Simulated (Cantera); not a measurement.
## Premixed flame

A freely propagating, adiabatic, planar premixed flame of CH4 : O2 : N2 = 1 : 2.08 : 9.38 (molar parts), unburnt at 500 K and 760 Torr; mixture-averaged transport, grid criteria slope 0.08 and curve 0.16, no radiation.

Model: GRI-Mech 3.0 (53 species, 325 reactions), integrated in Cantera. Burning velocities carry a grid error of a few per cent, more on coarse grids.

```csv
z (mm),T (K),u (m/s),x CH4,x O2,x H2O,x HO2,x C2H2,x HCN
-1.38,500,0.643,0.0802,0.167,4.08e-5,6.27e-8,<1e-8,<1e-8
-0.917,502,0.646,0.0799,0.166,0.000387,7.49e-7,1.86e-8,<1e-8
-0.688,510,0.657,0.0793,0.166,0.00156,3.62e-6,1.11e-7,<1e-8
-0.459,566,0.732,0.0756,0.162,0.00876,2.74e-5,1.20e-6,3.46e-8
-0.229,919,1.20,0.0542,0.133,0.0469,0.000110,1.48e-5,4.31e-7
-0.115,1299,1.71,0.0300,0.0971,0.0849,0.000134,4.16e-5,1.12e-6
0,1662,2.20,0.00674,0.0547,0.122,8.52e-5,7.33e-5,2.22e-6
0.115,1806,2.39,0.000388,0.0314,0.137,1.46e-5,9.59e-6,1.70e-6
0.229,1851,2.44,1.08e-5,0.0242,0.140,7.25e-6,1.90e-7,5.94e-7
0.459,1907,2.50,1.31e-8,0.0200,0.141,5.35e-6,<1e-8,6.09e-8
0.917,1972,2.58,<1e-8,0.0172,0.145,3.80e-6,<1e-8,<1e-8
1.83,2039,2.65,<1e-8,0.0146,0.149,2.43e-6,<1e-8,<1e-8
3.67,2095,2.72,<1e-8,0.0122,0.153,1.47e-6,<1e-8,<1e-8
```
x: mole fraction of selected species; z is measured from the peak of heat release.

```json
{
 "laminar_burning_velocity": "64.2 cm/s",
 "thermal_thickness": "0.459 mm",
 "peak x(HO2)": "0.000137",
 "peak x(C2H2)": "7.58e-5",
 "peak x(HCN)": "2.35e-6",
 "grid_points": "152"
}
```
